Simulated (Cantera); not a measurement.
A freely propagating, adiabatic, planar premixed flame of H2 : O2 : N2 : H2O = 1 : 0.333 : 1.25 : 0.086 (molar parts), equivalence ratio 1.5, unburnt at 300 K and 0.330 bar; mixture-averaged transport, grid criteria slope 0.08 and curve 0.16, no radiation.

Detailed kinetics in Cantera: the H2/O2 subset of GRI-Mech 3.0, which has no nitrogen chemistry. Burning velocities carry a grid error of a few per cent, more on coarse grids.

**Question.** What does this change do: H2 1 to 1.3 parts?

**Answer.** 
| quantity | before | after |
|---|---|---|
| laminar burning velocity | 267 cm/s | 265 cm/s |
| thermal thickness | 1.32 mm | 1.33 mm |
| peak x(OH) | 0.00772 | 0.00326 |
| peak x(H) | 0.0829 | 0.0831 |
| peak x(H2O2) | 9.17e-5 | 7.99e-5 |
